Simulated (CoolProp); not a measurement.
The numbers come from the reference Helmholtz-energy equation of state, Lemmon 2006 in CoolProp. It is a short technical equation, of lower accuracy than the large ones.

### Question
Give the vapour pressure (bar), liquid density (kg/m³), vapour density (kg/m³) of saturated acetone at 371.3, 414.5 K.

### Answer
| T (K) | p (bar) | liquid density (kg/m³) | vapour density (kg/m³) |
|---|---|---|---|
| 371.3 | 3.55 | 696 | 7.51 |
| 414.5 | 9.60 | 633 | 20.4 |
